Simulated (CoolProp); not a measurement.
The numbers come from the reference Helmholtz-energy equation of state, Lemmon 2013 in CoolProp.

**Question.** For propylene, give the phase and the Prandtl number at 264.5 K and 55.4 kPa; 185.4 K and 294 kPa.

**Answer.** 
- 264.5 K and 55.4 kPa: gas; Prandtl number 0.775
- 185.4 K and 294 kPa: liquid; Prandtl number 4.21

Viscosity comes from a separate model (Huber 2003), an estimate that may be off by 10 % or more. Thermal conductivity comes from a separate model (Huber 2003), an estimate that may be off by 10 % or more.
